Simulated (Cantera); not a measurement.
Charge: 1 mol Si, 0.54 mol HCl, 6.7 mol H2, equilibrated at 13300 Pa.

Cantera equilibrium calculation (NASA polynomials, part measured and part estimated; ideal gas, pure solids and liquids). Candidate condensed phases: Si; 19 gas species. Gases not in the tables: Si2H6 and higher silanes. The numbers say what is thermodynamically allowed, not how fast it happens.

**Question.** What share of the Si ends up in condensed phases as a function of T (°C), at 725, 800, 875, 950, 1025, 1100, 1175, 1250, 1325, 1400, 1475?

**Answer.** 
```csv
T (°C),Si condensed (%),as
725,87.0,Si(s)
800,88.4,Si(s)
875,90.0,Si(s)
950,91.4,Si(s)
1025,92.2,Si(s)
1100,92.5,Si(s)
1175,92.5,Si(s)
1250,92.4,Si(s)
1325,92.3,Si(s)
1400,92.1,Si(s)
1475,92.4,Si(l)
```
